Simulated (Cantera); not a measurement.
Charge: 1 mol SiCl4, 2.6 mol Cl2, 1.1 mol H2, held at 1150 °C and 0.133 bar.

Cantera equilibrium calculation (NASA polynomials, part measured and part estimated; ideal gas, pure solids and liquids). Candidate condensed phases: Si; 19 gas species. The tables' values for SiCl3 are old estimates; treat these amounts as uncertain. Kinetics and transport are ignored.

Base state: HCl 0.456, Cl2 0.286, SiCl4 0.207, Cl 0.0496, SiCl3 1.03e-5 (mole fractions); condensed: gas only.

**Question.** What changes in the equilibrium state with this change: temperature from 1150 °C to 625 °C?

**Answer.** 
| species | before | after |
|---|---|---|
| HCl | 0.456 | 0.468 |
| Cl2 | 0.286 | 0.319 |
| SiCl4 | 0.207 | 0.213 |
| Cl | 0.0496 | 0.000110 |
| SiCl3 | 1.03e-5 | <1e-9 |
